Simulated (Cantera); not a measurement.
# Fe2O3 + CH4 + N2 (carbothermic reduction)

A closed system holds: 1 mol Fe2O3, a varied amount of CH4, 3.8 mol N2, equilibrated at 1798.15 K and 5.10 mbar.

Equilibrium computed with Cantera from the NASA thermochemical tables; the gas is ideal and each condensed phase is pure. Candidate condensed phases: C, C6H6, C7H8, C8H18, Fe, Fe(CO)5, FeO, Fe(OH)2, Fe(OH)3, Fe2O3, Fe3O4, H2O; 140 gas species. Iron dissolves carbon and melts from about 1420 K in contact with it, which pure phases cannot show. Mutual solubility and eutectic melting of coexisting phases are not modelled. The tables' stoichiometric FeO is somewhat more stable than real wüstite, so its field is too wide. FeO: taken at fixed stoichiometry. Condensed phases not in the tables: cementite and carbon dissolved in iron. The numbers say what is thermodynamically allowed, not how fast it happens.

```
n(CH4) (mol)   x N2   x H2    x CO    x H2O     x CO2     x Fe      x H     x HCN  n Fe(δ)  n FeO(l)  n C(graphite)
------------  -----  -----  ------  -------  --------  -------  -------  --------  -------  --------  -------------
0.6           0.674  0.146  0.0951   0.0663    0.0114  0.00562  0.00188  5.84e-10  0.00659      1.96              0
0.93          0.573  0.192   0.125   0.0874    0.0150  0.00562  0.00216  8.13e-10    0.572      1.39              0
1.3           0.490  0.230   0.150    0.105    0.0179  0.00562  0.00237  9.85e-10     1.21     0.749              0
1.6           0.439  0.253   0.165    0.115    0.0197  0.00562  0.00248   1.08e-9     1.72     0.230              0
1.9           0.397  0.297   0.183   0.0989    0.0160  0.00562  0.00269   1.68e-9     1.95         0              0
2.3           0.353  0.369   0.205   0.0566   0.00827  0.00562  0.00300   4.30e-9     1.94         0              0
2.6           0.325  0.413   0.218   0.0300   0.00416  0.00562  0.00317   9.83e-9     1.93         0              0
2.9           0.302  0.452   0.229  0.00700  0.000932  0.00562  0.00332   4.88e-8     1.93         0              0
3.2           0.285  0.478   0.226  1.58e-7   1.96e-8  0.00562  0.00341   0.00225     1.93         0          0.167
3.6           0.268  0.507   0.213  1.58e-7   1.74e-8  0.00562  0.00352   0.00225     1.92         0          0.565
3.9           0.257  0.527   0.204  1.58e-7   1.60e-8  0.00562  0.00358   0.00224     1.92         0          0.863
4.2           0.247  0.545   0.196  1.57e-7   1.48e-8  0.00562  0.00365   0.00223     1.91         0           1.16
4.6           0.235  0.568   0.186  1.55e-7   1.33e-8  0.00562  0.00372   0.00222     1.91         0           1.56
```
x: gas mole fraction; n: condensed amount in mol.

From 0.6 mol CH4 to 1.6 mol CH4 the condensed part is Fe(δ) + FeO(l). From 1.9 mol CH4 to 2.9 mol CH4 the condensed part is Fe(δ). From 3.2 mol CH4 to 4.6 mol CH4 the condensed part is C(graphite) + Fe(δ). The main Fe-bearing gas is Fe throughout. The share of Fe in condensed phases is highest at 0.6 mol CH4 (98.4 %) and lowest at 4.6 mol CH4 (95.5 %).
